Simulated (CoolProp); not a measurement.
Vapour-liquid equilibrium of acetone (1) + benzene (2) at 1.51 bar; x and y are mole fractions of (1).

Computed with CoolProp (multi-fluid Helmholtz-energy mixture model, Lemmon 2006 and Thol 2012; pair parameters Bell 2016).

```tsv
x	bubble temperature, mixture model (K)	bubble temperature, Raoult's law (K)	y, mixture model	y, Raoult's law
0.05	363.8	364.9	0.123	0.099
0.2	357.1	359.8	0.377	0.345
0.35	352.5	355.4	0.543	0.533
0.5	349.1	351.6	0.669	0.681
0.65	346.3	348.1	0.775	0.800
0.8	344.0	345.1	0.872	0.896
0.95	342.0	342.3	0.968	0.976
```

The largest gap from Raoult's law is -2.9 K in bubble temperature, at x = 0.35. No azeotrope shows between x = 0.05 and 0.95.

The pair parameters rest on a limited set of measurements; away from them the model extrapolates.
